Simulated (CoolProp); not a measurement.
Saturation properties of nitrous oxide.

Model: reference Helmholtz-energy equation of state, Lemmon 2006, in CoolProp. It is a short technical equation, of lower accuracy than the large ones.

```json
[
 {"T (°C)": "-66.45", "p (bar)": "3.222", "liquid density (kg/m³)": "1163", "vapour density (kg/m³)": "8.776"},
 {"T (°C)": "-61.35", "p (bar)": "4.053", "liquid density (kg/m³)": "1147", "vapour density (kg/m³)": "10.89"},
 {"T (°C)": "-56.25", "p (bar)": "5.036", "liquid density (kg/m³)": "1131", "vapour density (kg/m³)": "13.38"},
 {"T (°C)": "-51.05", "p (bar)": "6.214", "liquid density (kg/m³)": "1113", "vapour density (kg/m³)": "16.35"},
 {"T (°C)": "-45.95", "p (bar)": "7.559", "liquid density (kg/m³)": "1096", "vapour density (kg/m³)": "19.74"},
 {"T (°C)": "-40.85", "p (bar)": "9.108", "liquid density (kg/m³)": "1078", "vapour density (kg/m³)": "23.65"},
 {"T (°C)": "-35.75", "p (bar)": "10.88", "liquid density (kg/m³)": "1059", "vapour density (kg/m³)": "28.17"},
 {"T (°C)": "-30.65", "p (bar)": "12.90", "liquid density (kg/m³)": "1040", "vapour density (kg/m³)": "33.34"},
 {"T (°C)": "-25.55", "p (bar)": "15.17", "liquid density (kg/m³)": "1020", "vapour density (kg/m³)": "39.28"},
 {"T (°C)": "-20.45", "p (bar)": "17.73", "liquid density (kg/m³)": "999.9", "vapour density (kg/m³)": "46.08"}
]
```

It boils at -88.5 °C under 1 atm.
